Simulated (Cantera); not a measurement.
## CH3SiCl3 + HCl + H2 (silicon carbide growth)

Charge: 1 mol CH3SiCl3, 2.5 mol HCl, 8.8 mol H2, at 10.0 Torr.

These are equilibrium values from Cantera (NASA tables, ideal gas, pure condensed phases), not measurements of a reactor. Candidate condensed phases: C, C6H6, C7H8, C8H18, Si, SiC; 109 gas species. The feed counts by its element totals alone. The tables' values for SiCl, SiCl3 are old estimates; treat these amounts as uncertain. The numbers say what is thermodynamically allowed, not how fast it happens.

| T (K) | x H2 | x HCl | x SiCl2 | x H | x Cl | n C(graphite) | n SiC(s) |
|---|---|---|---|---|---|---|---|
| 1650 | 0.625 | 0.364 | 0.00934 | 0.000622 | 0.000284 | 0.141 | 0.858 |
| 1700 | 0.627 | 0.360 | 0.0110 | 0.00101 | 0.000452 | 0.164 | 0.835 |
| 1750 | 0.628 | 0.357 | 0.0128 | 0.00160 | 0.000699 | 0.188 | 0.810 |
| 1800 | 0.629 | 0.352 | 0.0147 | 0.00246 | 0.00105 | 0.214 | 0.783 |
| 1850 | 0.630 | 0.348 | 0.0167 | 0.00370 | 0.00155 | 0.240 | 0.755 |
| 1900 | 0.630 | 0.342 | 0.0187 | 0.00546 | 0.00224 | 0.268 | 0.725 |
| 1950 | 0.631 | 0.337 | 0.0207 | 0.00788 | 0.00316 | 0.296 | 0.694 |
| 2000 | 0.630 | 0.331 | 0.0228 | 0.0112 | 0.00437 | 0.325 | 0.661 |
| 2050 | 0.628 | 0.324 | 0.0248 | 0.0156 | 0.00594 | 0.354 | 0.626 |
| 2100 | 0.625 | 0.316 | 0.0266 | 0.0213 | 0.00794 | 0.385 | 0.586 |
x: gas mole fraction; n: condensed amount in mol.

From 1650 K to 2100 K the condensed part is C(graphite) + SiC(s). The main Si-bearing gas is SiCl2 throughout. The share of Si in condensed phases is highest at 1650 K (85.8 %) and lowest at 2100 K (58.6 %).
